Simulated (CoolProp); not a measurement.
Values from CoolProp's reference Helmholtz-energy equation of state, Gao 2020.

Q: For ammonia, give the phase and the cv (kJ/(kg K)) at 625.1 K and 1.01 bar.

A: 
- 625.1 K and 1.01 bar: gas; cv 2.20
